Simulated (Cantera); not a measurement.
A closed system holds: 1 mol SiH₄, 0.077 mol C₂H₄, 210 mol H₂, equilibrated at 0.100 bar.

Method: chemical equilibrium by Gibbs-energy minimisation in Cantera with the NASA 1993 tables (ideal gas, pure condensed phases). Candidate condensed phases: C, C₆H₆, C₇H₈, C₈H₁₈, Si, SiC; 87 gas species. Mutual solubility and eutectic melting of coexisting phases are not modelled. Gases not in the tables: Si₂H₆ and higher silanes. The numbers say what is thermodynamically allowed, not how fast it happens.

**Question.** Which condensed phases are stable at each of these points (T (K)): 975, 1075, 1175, 1275, 1375, 1475, 1575, 1675, 1775, 1875, 1975, 2075, 2175?

**Answer.** 
```csv
T (K),condensed phases,Si condensed (%)
975,Si(s) + SiC(s),100.0
1075,Si(s) + SiC(s),100.0
1175,Si(s) + SiC(s),100.0
1275,Si(s) + SiC(s),100.0
1375,Si(s) + SiC(s),100.0
1475,Si(s) + SiC(s),100.0
1575,Si(s) + SiC(s),99.9
1675,Si(s) + SiC(s),99.6
1775,Si(l) + SiC(s),98.8
1875,Si(l) + SiC(s),96.4
1975,Si(l) + SiC(s),89.1
2075,Si(l) + SiC(s),68.6
2175,Si(l) + SiC(s),14.4
```

From 975 K to 1675 K the condensed part is Si(s) + SiC(s). From 1775 K to 2175 K the condensed part is Si(l) + SiC(s).
